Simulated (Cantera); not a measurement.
A perfectly stirred reactor is fed with CH₄ : O₂ : N₂ : H₂O = 1 : 4.76 : 19 : 0.74 (molar parts), equivalence ratio 0.42, at 1.01 bar; it is adiabatic with a 450 K inlet, and is followed from long to short residence time, starting on the burning branch (τ in s: 0.054, 0.019, 0.0065, 0.0023, 0.0008, 0.00028, 9.7e-05, 3.4e-05, 1.2e-05).

Computed with Cantera and GRI-Mech 3.0 (53 species, 325 reactions).

**Question.** What does this change do: 1 parts CO2 added?

**Answer.** 
| quantity | before | after |
|---|---|---|
| blow-out, bracketed by the residence times tried | burning at 6.50 ms, out at 2.30 ms | burning at 19.0 ms, out at 6.50 ms |
| x(CH₄) at τ = 54.0 ms | 8.52e-5 | 0.000137 |
| x(O₂) at τ = 54.0 ms | 0.109 | 0.105 |
| x(H₂O) at τ = 54.0 ms | 0.107 | 0.103 |
| x(H₂) at τ = 54.0 ms | 5.97e-5 | 7.38e-5 |
| x(C₂H) at τ = 54.0 ms | <1e-12 | <1e-12 |
| x(CH₄) at τ = 0.800 ms | 0.0392 | 0.0377 |
| x(O₂) at τ = 0.800 ms | 0.187 | 0.180 |
| x(H₂O) at τ = 0.800 ms | 0.0290 | 0.0279 |
| x(H₂) at τ = 0.800 ms | <1e-12 | <1e-12 |
| x(C₂H) at τ = 0.800 ms | <1e-12 | <1e-12 |
